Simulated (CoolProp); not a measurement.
Vapour-liquid equilibrium of CH2F2 (R32) (1) + fluoroethane (R161) (2) at 300.9 K; x and y are mole fractions of (1).

Values from CoolProp's multi-fluid Helmholtz-energy mixture model, Tillner-Roth 1997 and Wu 2012; pair parameters Bell 2016.

```json
[
 {"x": "0.05", "bubble pressure, mixture model (kPa)": "1046", "bubble pressure, Raoult's law (kPa)": "1037", "y, mixture model": "0.086", "y, Raoult's law": "0.088"},
 {"x": "0.15", "bubble pressure, mixture model (kPa)": "1140", "bubble pressure, Raoult's law (kPa)": "1119", "y, mixture model": "0.233", "y, Raoult's law": "0.244"},
 {"x": "0.25", "bubble pressure, mixture model (kPa)": "1228", "bubble pressure, Raoult's law (kPa)": "1201", "y, mixture model": "0.356", "y, Raoult's law": "0.378"},
 {"x": "0.35", "bubble pressure, mixture model (kPa)": "1311", "bubble pressure, Raoult's law (kPa)": "1283", "y, mixture model": "0.464", "y, Raoult's law": "0.496"},
 {"x": "0.45", "bubble pressure, mixture model (kPa)": "1391", "bubble pressure, Raoult's law (kPa)": "1366", "y, mixture model": "0.561", "y, Raoult's law": "0.599"},
 {"x": "0.55", "bubble pressure, mixture model (kPa)": "1469", "bubble pressure, Raoult's law (kPa)": "1448", "y, mixture model": "0.651", "y, Raoult's law": "0.690"},
 {"x": "0.65", "bubble pressure, mixture model (kPa)": "1547", "bubble pressure, Raoult's law (kPa)": "1530", "y, mixture model": "0.735", "y, Raoult's law": "0.772"},
 {"x": "0.75", "bubble pressure, mixture model (kPa)": "1623", "bubble pressure, Raoult's law (kPa)": "1612", "y, mixture model": "0.815", "y, Raoult's law": "0.846"},
 {"x": "0.85", "bubble pressure, mixture model (kPa)": "1701", "bubble pressure, Raoult's law (kPa)": "1694", "y, mixture model": "0.892", "y, Raoult's law": "0.912"},
 {"x": "0.95", "bubble pressure, mixture model (kPa)": "1778", "bubble pressure, Raoult's law (kPa)": "1776", "y, mixture model": "0.965", "y, Raoult's law": "0.972"}
]
```

The largest gap from Raoult's law is +2.2 % in bubble pressure, at x = 0.25. No azeotrope shows between x = 0.05 and 0.95.

The pair parameters rest on a limited set of measurements; away from them the model extrapolates.
